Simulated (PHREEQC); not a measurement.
A solution holds 0.067 mol/kgw Cu(NO3)2, 0.0046 mol/kgw H2SO4 and 4.6e-05 mol/kgw H3BO3, at 25 °C. Closed to the air; pH follows from the charge balance.

Computed with PHREEQC (ion-association model, phreeqc.dat).

Each row changes one thing in this solution. No solid was allowed to form.

```json
[
 {"case": "as made", "pH": "2.16", "ionic strength (mol/kgw)": "0.205", "SO4-2 (mol/kgw)": "0.00188", "HSO4- (mol/kgw)": "0.000492"},
 {"case": "H3BO3 left out", "pH": "2.16", "ionic strength (mol/kgw)": "0.205", "SO4-2 (mol/kgw)": "0.00188", "HSO4- (mol/kgw)": "0.000492"},
 {"case": "Cu(NO3)2 replaced by CuSO4 at the same molality", "pH": "2.47", "ionic strength (mol/kgw)": "0.151", "SO4-2 (mol/kgw)": "0.0363", "HSO4- (mol/kgw)": "0.00505"},
 {"case": "Cu(NO3)2 left out", "pH": "2.16", "ionic strength (mol/kgw)": "[?]", "SO4-2 (mol/kgw)": "0.00307", "HSO4- (mol/kgw)": "0.00153"},
 {"case": "0.0048 mol/kgw NaCl added", "pH": "2.16", "ionic strength (mol/kgw)": "[?]", "SO4-2 (mol/kgw)": "0.00189", "HSO4- (mol/kgw)": "0.000492"}
]
```

**Question.** Fill in the missing entries.

**Answer.** 
- Cu(NO3)2 left out, ionic strength (mol/kgw): 0.0107
- 0.0048 mol/kgw NaCl added, ionic strength (mol/kgw): 0.209
